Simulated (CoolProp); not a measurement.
Aqueous sodium chloride as a coolant, 6 % by mass, freezing at -3.7 °C, 1 atm.

The numbers come from the Melinder's fits for secondary coolants in CoolProp.

```csv
T (°C),Prandtl number,density (kg/m³),viscosity (mPa s),conductivity (W/(m K))
0.1,13.3,1046,1.92,0.558
5.4,11.1,1045,1.63,0.568
10.6,[?],1044,[?],[?]
15.9,8.09,1042,[?],0.586
21.1,7.03,[?],1.08,[?]
26.4,6.16,1039,[?],0.603
31.6,5.47,1037,0.858,0.611
36.9,4.90,1035,0.779,0.619
```

Task: Complete the blanks.

Result: 
- 10.6, Prandtl number: 9.44
- 10.6, viscosity (mPa s): 1.40
- 10.6, conductivity (W/(m K)): 0.577
- 15.9, viscosity (mPa s): 1.22
- 21.1, density (kg/m³): 1041
- 21.1, conductivity (W/(m K)): 0.594
- 26.4, viscosity (mPa s): 0.955
